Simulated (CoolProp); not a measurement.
Acetone along the isobar 21600 kPa: density (kg/m³) from the reference equation and from simpler models built on Tc = 235.0 °C, pc = 4692 kPa, ω = 0.307; each cubic takes its own stable root.

Model: reference Helmholtz-energy equation of state, Lemmon 2006, in CoolProp. It is a short technical equation, of lower accuracy than the large ones.

| T (°C) | phase | reference |
|---|---|---|
| 70.25 | liquid | 759.0 |
| 77.95 | liquid | 751.1 |
| 85.65 | liquid | 743.2 |
| 93.35 | liquid | 735.2 |
| 101.05 | liquid | 727.2 |
| 108.65 | liquid | 719.2 |
| 116.35 | liquid | 710.9 |
| 124.05 | liquid | 702.6 |
| 131.75 | liquid | 694.2 |
| 139.45 | liquid | 685.7 |
| 147.15 | liquid | 677.1 |
| 154.85 | liquid | 668.3 |
| 162.55 | liquid | 659.5 |
| 170.25 | liquid | 650.5 |
| 177.85 | liquid | 641.6 |
| 185.55 | liquid | 632.3 |

### Question
How far does each simpler model (Redlich-Kwong, Soave-Redlich-Kwong) lie from the reference over these 16 states: mean and median of the absolute difference, and the worst?

### Answer
- Redlich-Kwong: mean 22.5 %, median 22.5 %, worst -23.0 % at 70.25 °C and 21600 kPa
- Soave-Redlich-Kwong: mean 20.5 %, median 20.5 %, worst -20.8 % at 70.25 °C and 21600 kPa
